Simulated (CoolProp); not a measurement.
Methanol at 293.15 K and 10.4 MPa is throttled through a valve to 5.62 MPa with no heat exchange. Each further row changes one setting.

Computed with CoolProp (reference Helmholtz-energy equation of state, de Reuck 1993).

| case | temperature change (K) | final density (kg/m³) |
|---|---|---|
| as stated | … | … |
| outlet pressure 1.69 MPa | … | 790 |
| outlet pressure 7.31 MPa | … | … |

Question: Some entries are withheld; supply them.

Answer: 
- as stated, temperature change (K): +1.6
- as stated, final density (kg/m³): 795
- outlet pressure 1.69 MPa, temperature change (K): +2.9
- outlet pressure 7.31 MPa, temperature change (K): +1.0
- outlet pressure 7.31 MPa, final density (kg/m³): 797
